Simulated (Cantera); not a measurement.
## Premixed flame

A freely propagating, adiabatic, planar premixed flame of H2 : O2 : N2 : H2O = 1 : 0.385 : 1.45 : 0.16 (molar parts), equivalence ratio 1.3, unburnt at 700 K and 10.0 bar; mixture-averaged transport, grid criteria slope 0.08 and curve 0.16, no radiation.

Cantera simulation using the H2/O2 subset of GRI-Mech 3.0, which has no nitrogen chemistry; the numbers are that mechanism's predictions, not measurements. The hydrogen kinetics of GRI-Mech 3.0 are dated; newer H2 mechanisms differ, most at raised pressure. Burning velocities carry a grid error of a few per cent, more on coarse grids.

```csv
z (mm),T (K),u (m/s),x H2,x O2,x H2O,x H2O2,x H,x HO2
-0.0742,700,8.86,0.334,0.129,0.0534,<1e-8,<1e-8,<1e-8
-0.0495,700,8.86,0.334,0.129,0.0534,<1e-8,<1e-8,2.34e-8
-0.0371,700,8.86,0.334,0.129,0.0535,<1e-8,<1e-8,1.89e-7
-0.0247,702,8.86,0.332,0.129,0.0537,1.79e-7,1.20e-8,7.12e-6
-0.0124,761,9.40,0.313,0.130,0.0584,2.84e-5,7.40e-5,0.000766
-0.00618,1048,12.5,0.269,0.122,0.0902,0.000129,0.00265,0.00137
0,1490,17.3,0.198,0.0879,0.167,3.43e-5,0.0146,0.000662
0.00618,1809,20.7,0.136,0.0465,0.245,6.05e-6,0.0275,0.000287
0.0124,1986,22.6,0.105,0.0228,0.288,3.93e-6,0.0316,0.000124
0.0247,2155,24.4,0.0889,0.00826,0.316,2.25e-6,0.0277,3.95e-5
0.0495,2297,25.7,0.0856,0.00366,0.331,1.36e-6,0.0192,1.57e-5
0.0989,2401,26.7,0.0845,0.00175,0.341,8.36e-7,0.0121,6.43e-6
0.198,2468,27.3,0.0837,0.000740,0.348,4.50e-7,0.00734,2.21e-6
```
x: mole fraction of selected species; z is measured from the peak of heat release.

The laminar burning velocity is 886 cm/s and the thermal thickness is 0.0247 mm. The peak x(H2O2) is 0.000130. The peak x(H) is 0.0316 and the peak x(HO2) is 0.00152. The grid points comes out as 112.
